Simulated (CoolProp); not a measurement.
Model: reference Helmholtz-energy equation of state, Schmidt 1985, in CoolProp.

Problem. For oxygen, give the phase and the cv (kJ/(kg K)), speed of sound (m/s) at 290.1 K and 0.544 MPa.

Solution. 
- 290.1 K and 0.544 MPa: gas; cv 0.658, speed of sound 324
